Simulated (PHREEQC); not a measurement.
Solution (25 °C and 100 atm): 0.047 mol/kgw CuCl2 and 0.095 mol/kgw HF. Closed to the air; pH follows from the charge balance.

Equilibrium calculation in PHREEQC: ion-association model, phreeqc.dat.

No solid was allowed to form.

### Question
Estimate the pH, density.

### Answer
pH 2.00; density 1.008 g/cm³.

### Question
In which forms is Cl present?

### Answer
Cl- 96 %, CuCl+ 3.8 % of the Cl.

Complexes and solids missing from the database can't appear. Under pressure, the constants of complexes without a molar volume in the database are unreliable.
